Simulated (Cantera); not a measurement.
V₂O₃ + H₂ + H₂O (hydrogen reduction and annealing atmospheres)

Input: 1 mol V₂O₃, 51 mol H₂, 0.038 mol H₂O, at 2048 K.

These are equilibrium values from Cantera (NASA tables, ideal gas, pure condensed phases), not measurements of a reactor. Candidate condensed phases: H₂O, V, VO, V₂O₃, V₂O₄, V₂O₅; 12 gas species. VO: taken at fixed stoichiometry. Equilibrium is a limit: real reactors are often held back by kinetics, nucleation or transport.

| P (Pa) | x H₂ | x H | x H₂O | x VO | x VO₂ | x V | x OH | x O | n VO(s) |
|---|---|---|---|---|---|---|---|---|---|
| 10 | 0.766 | 0.196 | 0.00361 | 0.0166 | 0.0157 | 0.00173 | 0.000101 | 1.86e-5 | 0 |
| 36 | 0.859 | 0.109 | 0.00543 | 0.0111 | 0.0140 | 0.000865 | 7.54e-5 | 6.93e-6 | 0.555 |
| 130 | 0.918 | 0.0595 | 0.0117 | 0.00308 | 0.00784 | 0.000119 | 8.26e-5 | 3.87e-6 | 1.41 |
| 460 | 0.947 | 0.0321 | 0.0168 | 0.000871 | 0.00308 | 2.41e-5 | 6.21e-5 | 1.52e-6 | 1.79 |
| 1700 | 0.963 | 0.0169 | 0.0192 | 0.000236 | 0.000936 | 5.82e-6 | 3.66e-5 | 4.62e-7 | 1.94 |
| 6000 | 0.971 | 0.00901 | 0.0199 | 6.67e-5 | 0.000274 | 1.60e-6 | 2.02e-5 | 1.35e-7 | 1.98 |
| 22000 | 0.975 | 0.00471 | 0.0202 | 1.82e-5 | 7.53e-5 | 4.32e-7 | 1.06e-5 | 3.71e-8 | 2.00 |
| 77000 | 0.977 | 0.00252 | 0.0203 | 5.20e-6 | 2.15e-5 | 1.23e-7 | 5.70e-6 | 1.06e-8 | 2.00 |
| 280000 | 0.978 | 0.00132 | 0.0203 | 1.43e-6 | 5.93e-6 | 3.39e-8 | 2.99e-6 | 2.92e-9 | 2.00 |
| 1000000 | 0.979 | 0.000701 | 0.0203 | 4.00e-7 | 1.66e-6 | 9.49e-9 | 1.58e-6 | 8.19e-10 | 2.00 |
x: gas mole fraction; n: condensed amount in mol.

At 10.0 Pa nothing is condensed. From 36.0 Pa to 10.0 bar the condensed part is VO(s). The main V-bearing gas is VO at 10.0 Pa and VO₂ at 10.0 bar.
